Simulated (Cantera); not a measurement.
A perfectly stirred reactor is fed with 0.558 % CO, 6.58 % O2, 1.46 % H2O, 91.4 % N2, equivalence ratio 0.042, at 6380 Torr; it is held at 1025 K, and followed from long to short residence time.

Cantera simulation using GRI-Mech 3.0 (53 species, 325 reactions); the numbers are that mechanism's predictions, not measurements.

x: mole fraction; the columns are a selection and need not sum to one.

```tsv
τ (s)	x CO	x O2	x H2O	x NO2	x H2O2	x N2O	x NO
1.1	0.00279	0.0645	0.0146	1.93e-10	3.65e-7	?	6.54e-12
0.46	0.00380	0.0650	0.0146	6.24e-11	5.13e-7	?	2.54e-12
0.19	0.00464	0.0654	0.0146	1.50e-11	6.10e-7	?	<1e-12
0.075	0.00518	0.0656	0.0146	2.56e-12	6.02e-7	?	<1e-12
0.031	0.00543	0.0657	0.0146	<1e-12	4.53e-7	?	<1e-12
0.012	0.00555	0.0658	0.0146	<1e-12	1.37e-7	?	<1e-12
0.0050	0.00557	0.0658	0.0146	<1e-12	1.78e-9	9.00e-11	<1e-12
0.0021	0.00558	0.0658	0.0146	<1e-12	7.25e-11	1.75e-11	<1e-12
0.00083	0.00558	0.0658	0.0146	<1e-12	6.19e-12	5.05e-12	<1e-12
0.00034	0.00558	0.0658	0.0146	<1e-12	<1e-12	1.58e-12	<1e-12
```

**Question.** Complete the blanks.

**Answer.** 
- 1.1, x N2O: 1.46e-7
- 0.46, x N2O: 8.41e-8
- 0.19, x N2O: 4.13e-8
- 0.075, x N2O: 1.70e-8
- 0.031, x N2O: 6.21e-9
- 0.012, x N2O: 1.35e-9
